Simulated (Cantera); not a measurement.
A Cantera script and what it prints.

```python
import numpy as np
import cantera as ct

gas_names = """
    AL ALCL ALCL2 ALCL3 ALH ALN AL2 AL2CL6 CL CL2 H HCL H2 N NH NH2 NH3 N2 N2H2 N2H4
""".split()
cond_names = """
    AL(cr) AL(L) ALCL3(s) ALCL3(L) ALN(s) NH4CL(a) NH4CL(b)
""".split()


# ... load() reads the species with a 1 bar reference pressure and builds the phases ...
atoms = {
    'Al': {'AL': 1},
    'HCl': {'H': 1, 'CL': 1},
    'N2': {'N': 2},
}
top_T = {'ALN(s)': 2750}  # K; cautious upper limits of use, not melting points


# ... equilibrate(T, P, feed) seeds the gas with the atoms and calls Mixture.equilibrate('TP', solver="vcs", rtol=1e-11, max_steps=5000) ...
results = []
T = 825  # K
P = 1.9  # Pa
for m in [2.4, 3.1, 4, 5.1, 6.6, 8.4, 11, 14]:
    feed = {'Al': 1, 'HCl': m, 'N2': 14}  # mol
    mix = equilibrate(T, P, feed)
    results.append((T, P, feed, dict(zip(mix.species_names, mix.species_moles))))
    x = sorted(zip(gas.X, gas.species_names), reverse=True)
    print(f"T = {T:g} K  P = {P:g} Pa  n(HCl) = {m:g} mol  gas = {mix.phase_moles(0):.4g} mol")
    print("   x: " + "  ".join(f"{s} {v:.3e}" for v, s in x if v > 1e-06))
    print("   condensed (mol): " + ("  ".join(f"{mix.phase(i).name} {mix.phase_moles(i):.4g}"
          for i in range(1, mix.n_phases) if mix.phase_moles(i) > 1e-12) or "none"))
```

It prints:

```
T = 825 K  P = 1.9 Pa  n(HCl) = 2.4 mol  gas = 15.9 mol
   x: N2 8.676e-01  H2 5.568e-02  HCL 3.959e-02  ALCL3 3.712e-02
   condensed (mol): ALN(s) 0.4098
T = 825 K  P = 1.9 Pa  n(HCl) = 3.1 mol  gas = 16.6 mol
   x: N2 8.365e-01  H2 6.966e-02  HCL 4.742e-02  ALCL3 4.644e-02
   condensed (mol): ALN(s) 0.2291
T = 825 K  P = 1.9 Pa  n(HCl) = 4 mol  gas = 17.5 mol
   x: N2 8.000e-01  H2 8.571e-02  HCL 5.714e-02  ALCL3 5.714e-02
   condensed (mol): none
T = 825 K  P = 1.9 Pa  n(HCl) = 5.1 mol  gas = 18.6 mol
   x: N2 7.527e-01  HCL 1.129e-01  H2 8.065e-02  ALCL3 5.376e-02
   condensed (mol): none
T = 825 K  P = 1.9 Pa  n(HCl) = 6.6 mol  gas = 20.1 mol
   x: N2 6.965e-01  HCL 1.791e-01  H2 7.463e-02  ALCL3 4.975e-02
   condensed (mol): none
T = 825 K  P = 1.9 Pa  n(HCl) = 8.4 mol  gas = 21.9 mol
   x: N2 6.393e-01  HCL 2.466e-01  H2 6.849e-02  ALCL3 4.566e-02
   condensed (mol): none
T = 825 K  P = 1.9 Pa  n(HCl) = 11 mol  gas = 24.5 mol
   x: N2 5.714e-01  HCL 3.265e-01  H2 6.122e-02  ALCL3 4.082e-02
   condensed (mol): none
T = 825 K  P = 1.9 Pa  n(HCl) = 14 mol  gas = 27.5 mol
   x: N2 5.091e-01  HCL 4.000e-01  H2 5.455e-02  ALCL3 3.636e-02
   condensed (mol): none
```

Equilibrium computed with Cantera from the NASA thermochemical tables; the gas is ideal and each condensed phase is pure.
